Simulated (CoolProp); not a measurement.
Vapour-liquid equilibrium of R113 (1) + acetone (2) at 1160 kPa; x and y are mole fractions of (1).

The numbers come from the multi-fluid Helmholtz-energy mixture model, Marx 1992 and Lemmon 2006; pair parameters Bell 2016 in CoolProp.

```csv
x,bubble temperature (K),y at the bubble point,dew temperature at overall composition x (K),liquid density (mol/L)
0.05,421.9,0.077,422.6,10.34
0.15,418.6,0.206,420.0,9.780
0.25,416.3,0.311,417.6,9.256
0.35,414.8,0.401,415.6,8.771
0.45,413.8,0.480,414.1,8.328
0.55,413.4,0.556,413.4,7.923
0.65,413.6,0.633,413.7,7.556
0.75,414.3,0.715,414.8,7.221
0.85,415.8,0.810,416.7,6.912
0.95,418.5,0.928,419.0,6.620
```

y crosses x between x = 0.55 and 0.65: the model has an azeotrope there.

The pair parameters rest on a limited set of measurements; away from them the model extrapolates.
